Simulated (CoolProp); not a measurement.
Vapour-liquid equilibrium of methanol (1) + ethanol (2) at 126 kPa; x and y are mole fractions of (1).

Computed with CoolProp (multi-fluid Helmholtz-energy mixture model, de Reuck 1993 and Schroeder 2014; pair parameters Bell 2016).

| x | bubble temperature (K) | y at the bubble point | dew temperature at overall composition x (K) | liquid density (mol/L) |
|---|---|---|---|---|
| 0.05 | 356.3 | 0.080 | 356.6 | 16.14 |
| 0.125 | 355.1 | 0.189 | 355.8 | 16.57 |
| 0.2 | 353.9 | 0.288 | 355.0 | 17.01 |
| 0.275 | 352.8 | 0.379 | 354.1 | 17.47 |
| 0.35 | 351.8 | 0.464 | 353.2 | 17.95 |
| 0.425 | 350.8 | 0.543 | 352.3 | 18.45 |
| 0.5 | 349.8 | 0.618 | 351.3 | 18.98 |
| 0.575 | 348.8 | 0.688 | 350.3 | 19.53 |
| 0.65 | 347.8 | 0.753 | 349.3 | 20.10 |
| 0.725 | 346.8 | 0.815 | 348.2 | 20.71 |
| 0.8 | 345.8 | 0.872 | 347.0 | 21.34 |
| 0.875 | 344.9 | 0.924 | 345.8 | 22.00 |
| 0.95 | 343.9 | 0.971 | 344.3 | 22.70 |

No azeotrope shows between x = 0.05 and 0.95.

Pair parameters are fitted to limited data, so mixtures are less certain than the pure fluids.
